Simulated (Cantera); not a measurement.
Feed: 1 mol CaO, 44 mol Cl2, held at 1325 K and 0.830 bar.

Cantera equilibrium calculation (NASA polynomials, part measured and part estimated; ideal gas, pure solids and liquids). Candidate condensed phases: Ca, CaCl2, CaO; 11 gas species. Condensed phases not in the tables: oxide chlorides. The numbers say what is thermodynamically allowed, not how fast it happens.

Base state: Cl2 0.972, Cl 0.0167, O2 0.0114, CaCl2 0.000112, ClO 5.13e-5 (mole fractions); condensed: CaCl2(l).

Problem. What changes in the equilibrium state with this change: temperature from 1325 K to 1798 K?

Solution. 
```csv
species,before,after
Cl2,0.972,0.686
Cl,0.0167,0.285
CaCl2,0.000112,0.0193
O2,0.0114,0.00941
O,3.22e-8,1.27e-5
ClO,5.13e-5,0.000449
"CaCl2(l), mol",0.995,0
```
